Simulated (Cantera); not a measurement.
# Premixed flame

A freely propagating, adiabatic, planar premixed flame of 38.7 % H2, 12.9 % O2, 48.4 % N2, equivalence ratio 1.5, unburnt at 350 K and 0.355 atm; unity-Lewis-number transport, grid criteria slope 0.08 and curve 0.16, no radiation.

Model: the H2/O2 subset of GRI-Mech 3.0, which has no nitrogen chemistry, integrated in Cantera. Unity Lewis numbers drop preferential diffusion, which matters most where H2 and H carry the flame. Burning velocities carry a grid error of a few per cent, more on coarse grids.

| z (mm) | T (K) | u (m/s) | x H2 | x O2 | x H2O | x O | x HO2 | x OH |
|---|---|---|---|---|---|---|---|---|
| -3.51 | 350 | 2.11 | 0.387 | 0.129 | 1.83e-8 | <1e-8 | <1e-8 | <1e-8 |
| -2.34 | 350 | 2.11 | 0.387 | 0.129 | 6.38e-7 | <1e-8 | 1.19e-8 | <1e-8 |
| -1.76 | 350 | 2.11 | 0.387 | 0.129 | 4.64e-6 | <1e-8 | 8.65e-8 | <1e-8 |
| -1.17 | 351 | 2.11 | 0.387 | 0.129 | 8.02e-5 | 3.82e-8 | 1.49e-6 | <1e-8 |
| -0.585 | 395 | 2.37 | 0.383 | 0.126 | 0.00546 | 5.55e-6 | 9.76e-5 | 1.27e-5 |
| -0.293 | 693 | 4.08 | 0.345 | 0.107 | 0.0475 | 0.000258 | 0.000102 | 0.000436 |
| 0 | 1144 | 6.56 | 0.223 | 0.0550 | 0.155 | 0.00333 | 2.69e-5 | 0.00193 |
| 0.293 | 1410 | 7.95 | 0.128 | 0.0149 | 0.235 | 0.00549 | 6.14e-6 | 0.00518 |
| 0.585 | 1537 | 8.58 | 0.114 | 0.00650 | 0.253 | 0.00516 | 2.40e-6 | 0.00693 |
| 1.17 | 1674 | 9.25 | 0.119 | 0.00429 | 0.260 | 0.00433 | 1.41e-6 | 0.00816 |
| 2.34 | 1817 | 9.92 | 0.126 | 0.00296 | 0.266 | 0.00316 | 8.90e-7 | 0.00865 |
| 4.68 | 1951 | 10.5 | 0.132 | 0.00180 | 0.273 | 0.00199 | 5.30e-7 | 0.00817 |
| 9.36 | 2065 | 11.0 | 0.137 | 0.000943 | 0.280 | 0.00107 | 2.95e-7 | 0.00682 |
x: mole fraction of selected species; z is measured from the peak of heat release.

| Item | Value |
|---|---|
| laminar burning velocity | 211 cm/s |
| thermal thickness | 1.17 mm |
| peak x(O) | 0.00549 |
| peak x(HO2) | 0.000178 |
| peak x(OH) | 0.00865 |
| grid points | 117 |
